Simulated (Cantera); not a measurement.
Feed: 1 mol FeS2, 0.28 mol H2S, 0.12 mol O2, held at 19000 Pa.

Cantera equilibrium calculation (NASA polynomials, part measured and part estimated; ideal gas, pure solids and liquids). Candidate condensed phases: Fe, FeO, Fe(OH)2, Fe(OH)3, FeS, FeSO4, FeS2, Fe2O3, Fe2(SO4)3, Fe3O4, H2O, H2SO4, S; 22 gas species. FeS: taken at fixed stoichiometry. Gases not in the tables: S3 to S7. Rates play no part. All values below are at 1150 K.

Base state: S2 0.637, H2O 0.184, H2S 0.122, SO2 0.0411, H2 0.0106, S2O 0.00523, SH 0.000217, SO 0.000122 (mole fractions); condensed: FeS(s).

What changes in the equilibrium state with this change: FeS2 replaced by FeS?


```csv
species,before,after
H2O,0.184,0.519
S2,0.637,0.247
H2S,0.122,0.166
H2,0.0106,0.0232
SO2,0.0411,0.0427
S2O,0.00523,0.00262
SO,0.000122,9.79e-5
SH,0.000217,0.000200
"FeS(s), mol",1.00,1.00
```

What changes in the equilibrium state with this change: O2 from 0.12 to 5 mol?


| species | before | after |
|---|---|---|
| SO2 | 0.0411 | 0.481 |
| O2 | <1e-9 | 0.402 |
| H2O | 0.184 | 0.0654 |
| S2 | 0.637 | <1e-9 |
| H2S | 0.122 | <1e-9 |
| SO3 | 1.20e-9 | 0.0521 |
| H2 | 0.0106 | 1.02e-9 |
| S2O | 0.00523 | <1e-9 |
| SH | 0.000217 | <1e-9 |
| FeS(s), mol | 1.00 | 0 |
| Fe2O3(s), mol | 0 | 0.500 |
